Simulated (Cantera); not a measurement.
Halide evaporation, hydrolysis and transport: CaCl2 + H2 + N2

Input: 1 mol CaCl2, 0.25 mol H2, 0.42 mol N2, held at 3.10 Pa.

These are equilibrium values from Cantera (NASA tables, ideal gas, pure condensed phases), not measurements of a reactor. Candidate condensed phases: Ca, CaCl2, NH4Cl; 16 gas species. Kinetics and transport are ignored.

| T (K) | x CaCl2 | x N2 | x Cl | x H2 | x H | x CaCl | x Ca | x HCl |
|---|---|---|---|---|---|---|---|---|
| 1598 | 0.584 | 0.249 | 0.000242 | 0.141 | 0.00359 | 0.00865 | 0.00179 | 0.0120 |
| 1648 | 0.578 | 0.249 | 0.000549 | 0.137 | 0.00592 | 0.0114 | 0.00266 | 0.0162 |
| 1698 | 0.570 | 0.247 | 0.00119 | 0.132 | 0.00943 | 0.0148 | 0.00386 | 0.0213 |
| 1748 | 0.560 | 0.246 | 0.00245 | 0.125 | 0.0145 | 0.0189 | 0.00548 | 0.0274 |
| 1798 | 0.548 | 0.243 | 0.00483 | 0.117 | 0.0216 | 0.0236 | 0.00765 | 0.0341 |
| 1848 | 0.532 | 0.240 | 0.00912 | 0.107 | 0.0311 | 0.0292 | 0.0105 | 0.0412 |
| 1898 | 0.512 | 0.236 | 0.0165 | 0.0948 | 0.0432 | 0.0356 | 0.0144 | 0.0480 |
| 1948 | 0.486 | 0.230 | 0.0286 | 0.0813 | 0.0579 | 0.0430 | 0.0196 | 0.0536 |
| 1998 | 0.453 | 0.223 | 0.0474 | 0.0669 | 0.0745 | 0.0512 | 0.0267 | 0.0571 |
| 2048 | 0.413 | 0.214 | 0.0750 | 0.0524 | 0.0921 | 0.0601 | 0.0363 | 0.0576 |
| 2098 | 0.364 | 0.202 | 0.113 | 0.0388 | 0.109 | 0.0691 | 0.0493 | 0.0547 |
| 2148 | 0.306 | 0.189 | 0.162 | 0.0269 | 0.123 | 0.0774 | 0.0667 | 0.0486 |
x: gas mole fraction; nothing condenses.

From 1598 K to 2148 K nothing is condensed. The main Ca-bearing gas is CaCl2 throughout.
